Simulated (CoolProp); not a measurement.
Vapour-liquid equilibrium of R1234yf (1) + isobutane (2) at 0.0118 MPa; x and y are mole fractions of (1).

The numbers come from the multi-fluid Helmholtz-energy mixture model, Lemmon 2022 and Bücker 2006; pair parameters Bell 2016 in CoolProp.

Task: Give the bubble temperature and the first vapour's composition at x = 0.55, 0.75, 0.85. Is there an azeotrope?

Result: x = 0.55: 203.1 K, y = 0.695; x = 0.75: 202.9 K, y = 0.756; x = 0.85: 203.0 K, y = 0.816. y crosses x between x = 0.75 and 0.85: the model has an azeotrope there.

The pair parameters rest on a limited set of measurements; away from them the model extrapolates.
